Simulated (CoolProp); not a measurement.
A single-stage vapour-compression cycle with the fluid: evaporating at 309.15 K (dew point), condensing at 358.15 K (bubble point), superheat 10 K, subcooling 2 K, compressor efficiency 0.8, no pressure losses. The same conditions are run with several fluids, on thermodynamics alone (safety and materials aside).

The numbers come from the reference Helmholtz-energy equation of state of each fluid (isohexane: Lemmon 2006; R124: de Vries 1995; isobutane: Bücker 2006; R11: Jacobsen 1992; R21: Platzer 1990; cyclohexane: Zhou 2014) in CoolProp. The equations of Platzer and Polt are older, rougher fits.

```json
[
 {"fluid": "isohexane", "cooling COP": "4.08", "pressure ratio": "4.80", "discharge temperature (K)": "358.1", "refrigerating effect (kJ/kg)": "244", "volumetric capacity (kJ/m³)": "355"},
 {"fluid": "R124", "cooling COP": "3.59", "pressure ratio": "3.31", "discharge temperature (K)": "368.3", "refrigerating effect (kJ/kg)": "89.9", "volumetric capacity (kJ/m³)": "2780"},
 {"fluid": "isobutane", "cooling COP": "3.68", "pressure ratio": "3.11", "discharge temperature (K)": "364.3", "refrigerating effect (kJ/kg)": "208", "volumetric capacity (kJ/m³)": "2440"},
 {"fluid": "R11", "cooling COP": "4.30", "pressure ratio": "3.84", "discharge temperature (K)": "379.6", "refrigerating effect (kJ/kg)": "140", "volumetric capacity (kJ/m³)": "1160"},
 {"fluid": "R21", "cooling COP": "4.25", "pressure ratio": "3.68", "discharge temperature (K)": "394.5", "refrigerating effect (kJ/kg)": "178", "volumetric capacity (kJ/m³)": "1920"},
 {"fluid": "cyclohexane", "cooling COP": "4.36", "pressure ratio": "5.49", "discharge temperature (K)": "367.9", "refrigerating effect (kJ/kg)": "304", "volumetric capacity (kJ/m³)": "204"}
]
```

The compression ends wet for: isohexane.
